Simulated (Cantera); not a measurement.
Charge: 1 mol Cu2O, 31 mol H2, 0.81 mol H2O, held at 1300 K and 10000 Pa.

Cantera equilibrium calculation (NASA polynomials, part measured and part estimated; ideal gas, pure solids and liquids). Candidate condensed phases: Cu, CuO, Cu(OH)2, Cu2O, H2O; 12 gas species. Kinetics and transport are ignored.

**Question.** What is the equilibrium state?

**Answer.** 
- x(H2) = 0.943
- x(H2O) = 0.0569
- x(H) = 3.40e-6
- x(Cu) = 1.58e-6
- n(Cu(s)) = 2.00 mol
- gas amount = 31.81 mol
- log10 activity of Cu(OH)2(s) (absent) = -12.44
